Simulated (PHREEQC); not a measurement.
A solution holds 0.38 mol ZnCl2, 0.0021 mol NaCl and 0.024 mol H2SO4 per kg of water, at 25 °C. Closed to the air; pH follows from the charge balance.

Model: ion-association model, phreeqc.dat, run in PHREEQC.

Precipitation was switched off in this run.

Problem. Order these S species by the share of S that they hold, largest first: Zn(SO4)2-2, ZnSO4, SO4-2, HSO4-.

Solution. ZnSO4 (44 %), SO4-2 (32 %), HSO4- (21 %), Zn(SO4)2-2 (3.0 %)

The pH is 1.49 and the ionic strength 0.921 mol/kgw. Ionic strength above about 0.7 mol/kgw puts this run outside the model's range.
